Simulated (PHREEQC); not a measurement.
Solution (74 °C): 0.37 mol MgSO4 per kg of water. Closed to the air; pH follows from the charge balance.

Equilibrium calculation in PHREEQC: Pitzer model, pitzer.dat.

### Question
The ionic strength comes out as 1.48 mol/kgw. What activity coefficients do SO4-2, H+, MgOH+, HSO4-, Mg+2 get?

### Answer
SO4-2 0.048, H+ 0.50, MgOH+ 0.45, HSO4- 0.61, Mg+2 0.094. Single-ion values are on the MacInnes scale.

Precipitation was switched off in this run. Away from 25 °C the constants follow the database's enthalpies or fits; those with neither stay at their 25 °C values.
